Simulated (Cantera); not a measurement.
Catalytic stagnation flow on Pt

A jet of 1.83 % H2, 12.9 % O2, 85.2 % N2 at 300 K and 120 Torr hits a platinum plate 2.2 cm away at a mass flux of 0.055 kg/m²/s; the plate temperature is set and raised in steps from an oxygen-covered start.

Model: Deutschmann's 1995 Pt surface mechanism with GRI-Mech 3.0 gas chemistry, integrated in Cantera. Catalytic surfaces can have several steady states; this one follows from the mechanism file's or the stated starting coverage.

```
plate T (K)  wall x H2  wall x O2  wall x H2O  wall x OH  θ free Pt   θ O*    θ OH*
-----------  ---------  ---------  ----------  ---------  ---------  -----  -------
600            0.00230      0.112      0.0311      <1e-8     0.0336  0.961  0.00554
650            0.00228      0.113      0.0306      <1e-8     0.0356  0.961  0.00370
700            0.00215      0.113      0.0306      <1e-8     0.0397  0.958  0.00271
750            0.00175      0.112      0.0312      <1e-8     0.0521  0.946  0.00225
800            0.00124      0.112      0.0320      <1e-8     0.0792  0.919  0.00208
```
x: mole fraction at the wall; θ: surface coverage.
